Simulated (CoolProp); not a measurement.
Vapour pressure (MPa) of carbon monoxide: the reference equation beside estimates from Tc = -140.3 °C, pc = 3.498 MPa, ω = 0.050. Clausius-Clapeyron is anchored at -166.95 °C with a constant enthalpy of vaporisation of 4.780 kJ/mol.

Model: reference Helmholtz-energy equation of state, Lemmon 2006, in CoolProp. It is a short technical equation, of lower accuracy than the large ones.

```
T (°C)   reference  Clausius-Clapeyron  van der Waals  Redlich-Kwong  Peng-Robinson
-------  ---------  ------------------  -------------  -------------  -------------
-180.35     0.3062              0.3836              …         0.3003         0.3076
-176.95     0.4063              0.4775         0.8314         0.4043         0.4074
-173.65     0.5245              0.5822         0.9811         0.5276         0.5255
-170.25     0.6705              0.7047          1.152              …              …
-166.95     0.8383              0.8383          1.336         0.8553         0.8398
-163.65      1.034              0.9869          1.537          1.059              …
-160.25      1.268               1.156              …          1.302          1.272
-156.95      1.530               1.336          2.001          1.571              …
-153.55          …               1.538          2.265          1.884          1.846
-150.25      2.177               1.749          2.542          2.226          2.189
```

Q: Complete the blanks.

A: 
- -180.35, van der Waals: 0.6935
- -170.25, Redlich-Kwong: 0.6802
- -170.25, Peng-Robinson: 0.6716
- -163.65, Peng-Robinson: 1.037
- -160.25, van der Waals: 1.763
- -156.95, Peng-Robinson: 1.536
- -153.55, reference: 1.838

Absolute difference from the reference over all 10 rows, mean and median: Clausius-Clapeyron 12.1 and 11.8 %, van der Waals 60.8 and 54.0 %, Redlich-Kwong 1.9 and 2.1 %, Peng-Robinson 0.3 and 0.3 %.
